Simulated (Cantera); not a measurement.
Charge: 1 mol SiH₂Cl₂, 21 mol N₂, equilibrated at 23.0 mbar.

Method: chemical equilibrium by Gibbs-energy minimisation in Cantera with the NASA 1993 tables (ideal gas, pure condensed phases). Candidate condensed phases: NH₄Cl, Si, Si₃N₄; 28 gas species. N₂ is the only nitrogen source here; it is nearly inert below about 1500 K, so the nitride shown seldom forms there in practice. Equilibrium is a limit: real reactors are often held back by kinetics, nucleation or transport.

**Question.** What share of the Si ends up in condensed phases as a function of T (°C), at 577, 677, 777, 877, 977, 1077, 1177, 1277, 1377?

**Answer.** 
```json
[
 {"T (°C)": "577", "Si condensed (%)": "82.1", "as": "Si₃N₄(s)"},
 {"T (°C)": "677", "Si condensed (%)": "83.8", "as": "Si₃N₄(s)"},
 {"T (°C)": "777", "Si condensed (%)": "85.1", "as": "Si₃N₄(s)"},
 {"T (°C)": "877", "Si condensed (%)": "86.0", "as": "Si₃N₄(s)"},
 {"T (°C)": "977", "Si condensed (%)": "86.0", "as": "Si₃N₄(s)"},
 {"T (°C)": "1077", "Si condensed (%)": "83.6", "as": "Si₃N₄(s)"},
 {"T (°C)": "1177", "Si condensed (%)": "75.1", "as": "Si₃N₄(s)"},
 {"T (°C)": "1277", "Si condensed (%)": "60.8", "as": "Si₃N₄(s)"},
 {"T (°C)": "1377", "Si condensed (%)": "45.8", "as": "Si₃N₄(s)"}
]
```
